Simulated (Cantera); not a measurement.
Input: 1 mol Si3N4, 0.73 mol N2O, 2.5 mol N2, equilibrated at 1.00 Torr.

Cantera equilibrium calculation (NASA polynomials, part measured and part estimated; ideal gas, pure solids and liquids). Candidate condensed phases: Si, SiO2, Si2N2O, Si3N4; 16 gas species. Mutual solubility and eutectic melting of coexisting phases are not modelled. The numbers say what is thermodynamically allowed, not how fast it happens.

Which condensed phases are stable at each of these points (T (K)): 1498, 1548, 1598, 1648, 1698, 1748, 1798, 1848, 1898, 1948, 1998, 2048, 2098?


```tsv
T (K)	condensed phases	Si condensed (%)
1498	Si2N2O(s) + Si3N4(s)	100.0
1548	Si2N2O(s) + Si3N4(s)	99.9
1598	Si2N2O(s) + Si3N4(s)	99.6
1648	Si2N2O(s) + Si3N4(s)	98.4
1698	Si(l) + Si2N2O(s)	91.0
1748	Si(l)	75.4
1798	Si(l)	75.2
1848	Si(l)	74.7
1898	Si(l)	73.7
1948	Si(l)	71.9
1998	Si(l)	68.7
2048	Si(l)	63.0
2098	Si(l)	52.8
```

From 1498 K to 1648 K the condensed part is Si2N2O(s) + Si3N4(s). At 1698 K the condensed part is Si(l) + Si2N2O(s). From 1748 K to 2098 K the condensed part is Si(l).
